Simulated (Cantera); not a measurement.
Input (Python, Cantera) and output of one run.

```python
import numpy as np
import cantera as ct

gas_names = [...]  # 45 gases of nasa_gas.yaml made of Al, Cl, H, N, O
cond_names = """
    AL(cr) AL(L) ALCL3(s) ALCL3(L) ALN(s) AL2O3(a) AL2O3(L) H2O(s) H2O(L) NH4CL(a) NH4CL(b)
""".split()


# ... load() reads the species with a 1 bar reference pressure and builds the phases ...
atoms = {
    'AlCl3': {'AL': 1, 'CL': 3},
    'H2O': {'H': 2, 'O': 1},
    'N2': {'N': 2},
    'HCl': {'H': 1, 'CL': 1},
}
top_T = {'ALN(s)': 2750}  # K; cautious upper limits of use, not melting points


# ... equilibrate(T, P, feed) seeds the gas with the atoms and calls Mixture.equilibrate('TP', solver="vcs", rtol=1e-11, max_steps=5000) ...
results = []
T = 1623  # K
P = 260  # Pa
for m in [6.6, 9.5, 14, 20, 29, 42, 60, 87, 130, 180, 260]:
    feed = {'AlCl3': 1, 'H2O': 1.6, 'N2': m, 'HCl': 3.4}  # mol
    mix = equilibrate(T, P, feed)
    results.append((T, P, feed, dict(zip(mix.species_names, mix.species_moles))))

top = {s: max(r[3][s] / sum(r[3][g] for g in gas_names) for r in results) for s in gas_names}
cols = sorted((s for s in top if top[s] > 0.0001), key=lambda s: -top[s])[:5]
seen = [c for c in cond_names if any(r[3].get(c, 0) > 1e-12 for r in results)]
print("log10 of partial pressures in bar; condensed amounts in mol")
print(f"{'n(N2)':>10s}" + "".join(f"{s[:9]:>10s}" for s in cols + seen))
for T, P, feed, n in results:
    ng = sum(n[g] for g in gas_names)
    print(f"{feed['N2']:10.4g}" + "".join(f"{np.log10(max(n[s] / ng * P / 1e5, 1e-99)):10.3f}" for s in cols)
          + "".join(f"{n.get(c, 0):10.4g}" for c in seen))
```

Output:

```
log10 of partial pressures in bar; condensed amounts in mol
     n(N2)        N2       HCL        CL       H2O        H2  AL2O3(a)
       6.6    -2.885    -2.905    -4.678    -4.700    -4.982    0.4997
       9.5    -2.813    -2.992    -4.736    -4.787    -5.041    0.4997
        14    -2.752    -3.100    -4.808    -4.895    -5.113    0.4997
        20    -2.708    -3.212    -4.883    -5.007    -5.188    0.4998
        29    -2.674    -3.340    -4.967    -5.134    -5.274    0.4998
        42    -2.648    -3.477    -5.058    -5.270    -5.365    0.4998
        60    -2.630    -3.615    -5.150    -5.408    -5.458    0.4998
        87    -2.617    -3.764    -5.249    -5.556    -5.558    0.4999
       130    -2.607    -3.930    -5.360    -5.721    -5.670    0.4999
       180    -2.601    -4.067    -5.451    -5.856    -5.762    0.4999
       260    -2.596    -4.225    -5.555    -6.012    -5.868    0.4999
```

These are equilibrium values from Cantera (NASA tables, ideal gas, pure condensed phases), not measurements of a reactor.
